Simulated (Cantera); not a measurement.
# Thermodynamics of silicon etching in halogen gases, feed Si + NF3

Charge: 1 mol Si, a varied amount of NF3, held at 725 °C and 0.100 bar.

Cantera equilibrium calculation (NASA polynomials, part measured and part estimated; ideal gas, pure solids and liquids). Candidate condensed phases: Si, Si3N4; 16 gas species. The tables' values for SiF3 are old estimates; treat these amounts as uncertain. The numbers say what is thermodynamically allowed, not how fast it happens.

| n(NF3) (mol) | x SiF4 | x F2 | x N2 | x F | x NF3 | n Si3N4(s) |
|---|---|---|---|---|---|---|
| 0.72 | 0.910 | <1e-12 | 0.0899 | <1e-12 | <1e-12 | 0.153 |
| 0.94 | 0.721 | <1e-12 | 0.279 | <1e-12 | <1e-12 | 0.0983 |
| 1.2 | 0.628 | <1e-12 | 0.372 | <1e-12 | <1e-12 | 0.0333 |
| 1.6 | 0.431 | 0.119 | 0.344 | 0.105 | 0.00100 | 0 |
| 2.1 | 0.290 | 0.252 | 0.303 | 0.153 | 0.00292 | 0 |
| 2.7 | 0.208 | 0.333 | 0.279 | 0.176 | 0.00425 | 0 |
| 3.6 | 0.147 | 0.395 | 0.261 | 0.191 | 0.00533 | 0 |
x: gas mole fraction; n: condensed amount in mol.

From 0.72 mol NF3 to 1.2 mol NF3 the condensed part is Si3N4(s). From 1.6 mol NF3 to 3.6 mol NF3 nothing is condensed. The main Si-bearing gas is SiF4 throughout.
